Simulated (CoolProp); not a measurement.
Vapour pressure (MPa) of c-C4F8 (RC318): the reference equation beside estimates from Tc = 115.2 °C, pc = 2.778 MPa, ω = 0.355. Clausius-Clapeyron is anchored at 14.15 °C with a constant enthalpy of vaporisation of 21.79 kJ/mol.

Computed with CoolProp (reference Helmholtz-energy equation of state, Platzer 1990). This equation is an older, rougher fit; its heat capacities, sound speeds and derivatives of the liquid may be far off and weren't checked against measurements.

| T (°C) | reference | Lee-Kesler | Clausius-Clapeyron | van der Waals | Redlich-Kwong | Soave-Redlich-Kwong | Peng-Robinson |
|---|---|---|---|---|---|---|---|
| 5.95 | 0.1619 | 0.1620 | 0.1664 | 0.6358 | (withheld) | 0.1619 | 0.1612 |
| 14.15 | 0.2176 | 0.2179 | 0.2176 | 0.7337 | 0.3807 | 0.2179 | 0.2162 |
| 22.45 | 0.2878 | 0.2882 | 0.2811 | 0.8422 | 0.4741 | 0.2886 | 0.2858 |
| 30.75 | 0.3741 | 0.3746 | (withheld) | 0.9605 | (withheld) | 0.3757 | 0.3714 |
| 39.05 | 0.4785 | 0.4790 | (withheld) | (withheld) | 0.7069 | 0.4815 | 0.4754 |
| 47.25 | 0.6019 | 0.6021 | 0.5582 | 1.226 | 0.8467 | (withheld) | 0.5986 |
| 55.55 | 0.7495 | 0.7493 | 0.6863 | 1.375 | 1.006 | 0.7569 | 0.7466 |
| 63.85 | 0.9227 | 0.9220 | (withheld) | 1.535 | 1.185 | 0.9332 | 0.9209 |

### Question
Complete the blanks.

### Answer

- 5.95, Redlich-Kwong: 0.3020
- 30.75, Clausius-Clapeyron: 0.3581
- 30.75, Redlich-Kwong: 0.5824
- 39.05, Clausius-Clapeyron: 0.4503
- 39.05, van der Waals: 1.089
- 47.25, Soave-Redlich-Kwong: 0.6067
- 63.85, Clausius-Clapeyron: 0.8351

Absolute difference from the reference over all 8 rows, mean and median: Lee-Kesler 0.1 and 0.1 %, Clausius-Clapeyron 5.1 and 5.1 %, van der Waals 157.5 and 142.2 %, Redlich-Kwong 54.1 and 51.7 %, Soave-Redlich-Kwong 0.5 and 0.5 %, Peng-Robinson 0.5 and 0.6 %.
